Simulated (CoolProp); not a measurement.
R142b along the isotherm 196.85 °C: fugacity coefficient from the reference equation and from simpler models built on Tc = 137.1 °C, pc = 4.055 MPa, ω = 0.232; each cubic takes its own stable root.

Values from CoolProp's reference Helmholtz-energy equation of state, Lemmon 2006. It is a short technical equation, of lower accuracy than the large ones.

```
p (MPa)  phase  reference
-------  -----  ---------
0.156      gas     0.9917
0.312      gas     0.9834
0.468      gas     0.9751
0.624      gas     0.9669
0.78       gas     0.9587
0.936      gas     0.9505
1.09       gas     0.9425
1.25       gas     0.9342
1.4        gas     0.9264
1.56       gas     0.9182
1.72       gas     0.9100
1.87       gas     0.9023
2.03       gas     0.8942
```

**Question.** How far does each simpler model (Redlich-Kwong, Peng-Robinson) lie from the reference over these 13 states: mean and median of the absolute difference, and the worst?

**Answer.** 
- Redlich-Kwong: mean 0.3 %, median 0.3 %, worst -0.6 % at 196.85 °C and 2.03 MPa
- Peng-Robinson: mean 0.7 %, median 0.7 %, worst -1.3 % at 196.85 °C and 2.03 MPa
